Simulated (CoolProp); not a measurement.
Saturation properties of sulfur hexafluoride.

The numbers come from the reference Helmholtz-energy equation of state, Guder 2009 in CoolProp.

```csv
T (°C),p (bar),surface tension (mN/m),vapour viscosity (µPa s)
-36.55,3.884,9.57,12.6
-34.35,4.213,9.24,12.7
-32.15,4.562,8.92,12.9
-29.95,4.932,8.60,13.0
-27.75,5.325,8.28,13.1
-25.55,5.740,7.97,13.3
-23.35,6.179,7.65,13.4
-21.15,6.642,7.34,13.5
-18.95,7.131,7.04,13.6
-16.75,7.645,6.73,13.8
-14.55,8.187,6.43,13.9
-12.35,8.757,6.13,14.1
-10.15,9.356,5.84,14.2
-7.95,9.984,5.54,14.3
```

Viscosity comes from a separate model (Quiñones-Cisneros 2012). Surface tension comes from a separate correlation (Mulero 2012).
